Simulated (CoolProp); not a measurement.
Computed with CoolProp (reference Helmholtz-energy equation of state, Lemmon 2006). It is a short technical equation, of lower accuracy than the large ones.

Task: For CH3F (R41), give the phase and the cv (kJ/(kg K)), Joule-Thomson coefficient (K/MPa) at -81.35 °C and 0.0136 MPa; 115.85 °C and 0.563 MPa.

Result: 
- -81.35 °C and 0.0136 MPa: gas; cv 0.769, Joule-Thomson coefficient 89.4
- 115.85 °C and 0.563 MPa: gas; cv 1.04, Joule-Thomson coefficient 8.49
